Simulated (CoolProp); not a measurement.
Properties of cyclopentane at several states.

Computed with CoolProp (reference Helmholtz-energy equation of state, Gedanitz 2015).

```csv
T (K),p (bar),phase,Z,expansivity (1/kK)
549.9,0.391,gas,0.9976,1.833
205.6,0.581,liquid,___,___
236.5,21.5,liquid,0.09586,1.124
437.5,1.41,gas,0.9818,2.423
196.4,0.181,liquid,0.0009315,___
```

Task: Complete the blanks.

Result: 
- 205.6, Z: 0.002885
- 205.6, expansivity (1/kK): 1.076
- 196.4, expansivity (1/kK): 1.063
